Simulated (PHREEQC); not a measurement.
1.2 g of hydrous ferric oxide (600 m²/g; 0.2 weak and 0.005 strong sites per Fe, Dzombak-Morel constants, diffuse double layer) in 1 kg of water with 0.01 mol/kgw of an inert sodium salt and 0.012 mmol/kgw NaF, 2.1 mmol/kgw ZnCl2 and 6.1 mmol/kgw Ag2SO4, at 25 °C; the pH is set by adding NaOH or the inert anion's acid. O2 is buffered at 0.21 atm. CO2 from the air is kept out. Precipitation was switched off in this run.

Base run: PHREEQC, ion-association model, wateq4f.dat. Each further column changes one thing. The table gives F sorbed (%).

```json
[
 {"pH": "3", "base": "14.0", "no electrostatic term (-no_edl)": "(withheld)", "background salt from 0.01 to 0.001 mol/kgw": "(withheld)", "oxide from 1.2 to 6 g/kgw": "(withheld)"},
 {"pH": "4.33", "base": "24.9", "no electrostatic term (-no_edl)": "(withheld)", "background salt from 0.01 to 0.001 mol/kgw": "24.6", "oxide from 1.2 to 6 g/kgw": "83.8"},
 {"pH": "5.67", "base": "24.2", "no electrostatic term (-no_edl)": "5.0", "background salt from 0.01 to 0.001 mol/kgw": "(withheld)", "oxide from 1.2 to 6 g/kgw": "73.0"},
 {"pH": "7", "base": "12.9", "no electrostatic term (-no_edl)": "(withheld)", "background salt from 0.01 to 0.001 mol/kgw": "12.7", "oxide from 1.2 to 6 g/kgw": "52.2"},
 {"pH": "8.33", "base": "4.1", "no electrostatic term (-no_edl)": "0.3", "background salt from 0.01 to 0.001 mol/kgw": "4.1", "oxide from 1.2 to 6 g/kgw": "(withheld)"},
 {"pH": "9.67", "base": "0.3", "no electrostatic term (-no_edl)": "0.0", "background salt from 0.01 to 0.001 mol/kgw": "0.3", "oxide from 1.2 to 6 g/kgw": "1.3"},
 {"pH": "11", "base": "0.0", "no electrostatic term (-no_edl)": "0.0", "background salt from 0.01 to 0.001 mol/kgw": "0.0", "oxide from 1.2 to 6 g/kgw": "0.1"}
]
```

Question: Some entries are withheld; supply them.

Answer: 
- 3, no electrostatic term (-no_edl): 2.5
- 3, background salt from 0.01 to 0.001 mol/kgw: 13.6
- 3, oxide from 1.2 to 6 g/kgw: 75.2
- 4.33, no electrostatic term (-no_edl): 5.1
- 5.67, background salt from 0.01 to 0.001 mol/kgw: 24.0
- 7, no electrostatic term (-no_edl): 1.8
- 8.33, oxide from 1.2 to 6 g/kgw: 17.4

In at least one series the solution becomes supersaturated in solids that the run did not let form, among them Zn(OH)2-a, Zn4(OH)6SO4, Zn5(OH)8Cl2, Cerargyrite, Ag2O. The oxide is taken as insoluble; below pH 4 it would dissolve.
